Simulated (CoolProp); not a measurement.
Vapour-liquid equilibrium of R22 (1) + dimethyl ether (2) at 246.7 K; x and y are mole fractions of (1).

Computed with CoolProp (multi-fluid Helmholtz-energy mixture model, Kamei 1995 and Wu 2011; pair parameters Bell 2016).

```json
[
 {"x": "0.05", "bubble pressure, mixture model (MPa)": "0.09284", "bubble pressure, Raoult's law (MPa)": "0.09896", "y, mixture model": "0.038", "y, Raoult's law": "0.096"},
 {"x": "0.15", "bubble pressure, mixture model (MPa)": "0.09064", "bubble pressure, Raoult's law (MPa)": "0.1085", "y, mixture model": "0.130", "y, Raoult's law": "0.262"},
 {"x": "0.25", "bubble pressure, mixture model (MPa)": "0.08961", "bubble pressure, Raoult's law (MPa)": "0.1181", "y, mixture model": "0.248", "y, Raoult's law": "0.402"},
 {"x": "0.35", "bubble pressure, mixture model (MPa)": "0.09070", "bubble pressure, Raoult's law (MPa)": "0.1277", "y, mixture model": "0.391", "y, Raoult's law": "0.521"},
 {"x": "0.45", "bubble pressure, mixture model (MPa)": "0.09508", "bubble pressure, Raoult's law (MPa)": "0.1373", "y, mixture model": "0.550", "y, Raoult's law": "0.623"},
 {"x": "0.55", "bubble pressure, mixture model (MPa)": "0.1039", "bubble pressure, Raoult's law (MPa)": "0.1468", "y, mixture model": "0.703", "y, Raoult's law": "0.711"},
 {"x": "0.65", "bubble pressure, mixture model (MPa)": "0.1178", "bubble pressure, Raoult's law (MPa)": "0.1564", "y, mixture model": "0.828", "y, Raoult's law": "0.789"},
 {"x": "0.75", "bubble pressure, mixture model (MPa)": "0.1365", "bubble pressure, Raoult's law (MPa)": "0.1660", "y, mixture model": "0.915", "y, Raoult's law": "0.858"},
 {"x": "0.85", "bubble pressure, mixture model (MPa)": "0.1584", "bubble pressure, Raoult's law (MPa)": "0.1756", "y, mixture model": "0.967", "y, Raoult's law": "0.920"},
 {"x": "0.95", "bubble pressure, mixture model (MPa)": "0.1803", "bubble pressure, Raoult's law (MPa)": "0.1851", "y, mixture model": "0.993", "y, Raoult's law": "0.975"}
]
```

The largest gap from Raoult's law is -30.8 % in bubble pressure, at x = 0.45. y crosses x between x = 0.25 and 0.35: the model has an azeotrope there.

The pair parameters rest on a limited set of measurements; away from them the model extrapolates.
